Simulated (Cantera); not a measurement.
A closed system holds: 1 mol TiCl4, 6.9 mol H2O, 6.5 mol H2, held at 1175 K and 13.0 Pa.

These are equilibrium values from Cantera (NASA tables, ideal gas, pure condensed phases), not measurements of a reactor. Candidate condensed phases: H2O, Ti, TiCl2, TiCl3, TiCl4, TiO, TiO2, Ti2O3, Ti3O5, Ti4O7; 23 gas species. Condensed phases not in the tables: TiOCl. Rates play no part.

Base state: H2 0.422, H2O 0.318, HCl 0.260 (mole fractions); condensed: TiO2(rutile).

Problem. What changes in the equilibrium state with this change: temperature from 1175 K to 1950 K?

Solution. 
| species | before | after |
|---|---|---|
| H2 | 0.422 | 0.387 |
| H2O | 0.318 | 0.298 |
| HCl | 0.260 | 0.221 |
| H | 6.98e-6 | 0.0625 |
| Cl | 3.76e-6 | 0.0267 |
| TiO2 | <1e-9 | 0.000651 |
| O | <1e-9 | 0.000523 |
| O2 | <1e-9 | 0.000175 |
| OH | 3.67e-8 | 0.00437 |
| TiO2(rutile), mol | 1.00 | 0.989 |

Problem. What changes in the equilibrium state with this change: temperature from 1175 K to 1600 K?

Solution. 
```csv
species,before,after
H2,0.422,0.420
H2O,0.318,0.317
HCl,0.260,0.258
H,6.98e-6,0.00309
OH,3.67e-8,9.14e-5
Cl,3.76e-6,0.00150
"TiO2(rutile), mol",1.00,1.000
```

Problem. What changes in the equilibrium state with this change: TiCl4 replaced by Ti?

Solution. 
```
species            before  after
-----------------  ------  -----
H2                  0.422  0.634
H2O                 0.318  0.366
HCl                 0.260      0
TiO2(rutile), mol    1.00   1.00
```
